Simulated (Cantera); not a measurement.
# Si(CH3)4 + C3H8 + H2 (silicon carbide growth)

Input: 1 mol Si(CH3)4, 0.069 mol C3H8, 14 mol H2, equilibrated at 0.00200 bar.

Method: chemical equilibrium by Gibbs-energy minimisation in Cantera with the NASA 1993 tables (ideal gas, pure condensed phases). Candidate condensed phases: C, C6H6, C7H8, C8H18, Si, SiC; 87 gas species. Gases not in the tables: Si2H6 and higher silanes. Equilibrium is a limit: real reactors are often held back by kinetics, nucleation or transport.

```
T (K)   x H2     x H      x Si    x SiC2  x C2H2 (acetylene)    x Si2C     x SiH     x C2H  n C(graphite)  n SiC(s)
-----  -----  ------  --------  --------  ------------------  --------  --------  --------  -------------  --------
1975   0.968  0.0301  0.000807   2.97e-5            0.000629   1.99e-5   2.56e-5   3.36e-7           3.20     0.981
2050   0.947  0.0494   0.00254  0.000132             0.00101   8.54e-5   6.68e-5   1.16e-6           3.22     0.939
2125   0.913  0.0776   0.00735  0.000525             0.00153  0.000330  0.000162   3.63e-6           3.30     0.814
2200   0.858   0.117    0.0198   0.00190             0.00220   0.00116  0.000363   1.04e-5           3.54     0.460
2275   0.787   0.168    0.0345   0.00437             0.00300   0.00180  0.000526   2.72e-5           3.82         0
2350   0.719   0.236    0.0337   0.00550             0.00397  0.000906  0.000430   6.67e-5           3.72         0
2425   0.636   0.319    0.0317   0.00657             0.00497  0.000442  0.000336  0.000152           3.60         0
2500   0.542   0.414    0.0290   0.00753             0.00587  0.000212  0.000253  0.000322           3.44         0
```
x: gas mole fraction; n: condensed amount in mol.

From 1975 K to 2200 K the condensed part is C(graphite) + SiC(s). From 2275 K to 2500 K the condensed part is C(graphite). The main Si-bearing gas is Si throughout.
